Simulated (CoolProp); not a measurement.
Vapour-liquid equilibrium of dimethyl ether (1) + n-hexane (2) at 9.75 °C; x and y are mole fractions of (1).

The numbers come from the multi-fluid Helmholtz-energy mixture model, Wu 2011 and Thol 2019; pair parameters Bell 2016 in CoolProp.

| x | bubble pressure, mixture model (MPa) | bubble pressure, Raoult's law (MPa) | y, mixture model | y, Raoult's law |
|---|---|---|---|---|
| 0.05 | 0.03559 | 0.02798 | 0.729 | 0.662 |
| 0.125 | 0.07289 | 0.05501 | 0.875 | 0.842 |
| 0.2 | 0.1078 | 0.08204 | 0.920 | 0.903 |
| 0.275 | (withheld) | 0.1091 | 0.942 | 0.934 |
| 0.35 | 0.1685 | 0.1361 | 0.955 | 0.952 |
| 0.425 | 0.1944 | 0.1631 | 0.964 | 0.965 |
| 0.5 | 0.2179 | 0.1902 | (withheld) | 0.974 |
| 0.575 | 0.2398 | 0.2172 | 0.976 | 0.981 |
| 0.65 | 0.2608 | 0.2442 | 0.980 | 0.986 |
| 0.725 | (withheld) | 0.2712 | 0.984 | 0.990 |
| 0.8 | 0.3034 | 0.2983 | 0.988 | 0.993 |
| 0.875 | 0.3265 | 0.3253 | (withheld) | 0.996 |
| 0.95 | 0.3519 | 0.3523 | 0.997 | 0.999 |

Problem. Some entries are withheld; supply them.

Solution. 
- 0.275, bubble pressure, mixture model (MPa): 0.1397
- 0.5, y, mixture model: 0.971
- 0.725, bubble pressure, mixture model (MPa): 0.2817
- 0.875, y, mixture model: 0.992

The largest gap from Raoult's law is +32.5 % in bubble pressure, at x = 0.125. No azeotrope shows between x = 0.05 and 0.95.

Pair parameters are fitted to limited data, so mixtures are less certain than the pure fluids.
